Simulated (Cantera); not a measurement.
An isothermal, constant-pressure homogeneous reactor starts with 23.3 % NO, 76.7 % N2, at 1950 K and 75.0 Torr.

Detailed kinetics in Cantera: GRI-Mech 3.0 (53 species, 325 reactions).

### Question
Predict: x(NO) at 5.00 s; x(NO2) at 5.00 s; x(N2) at 5.00 s; x(N2O) at 5.00 s; x(O2) at 5.00 s; x(O) at 5.00 s.

### Answer
x(NO) at 5.00 s: 0.157 (gas-phase equilibrium 0.00519)
x(NO2) at 5.00 s: 3.98e-5 (gas-phase equilibrium 2.26e-6)
x(N2) at 5.00 s: 0.805 (gas-phase equilibrium 0.881)
x(N2O) at 5.00 s: 9.68e-6 (gas-phase equilibrium 9.80e-8)
x(O2) at 5.00 s: 0.0377 (gas-phase equilibrium 0.113)
x(O) at 5.00 s: 0.000293 (gas-phase equilibrium 0.000484)
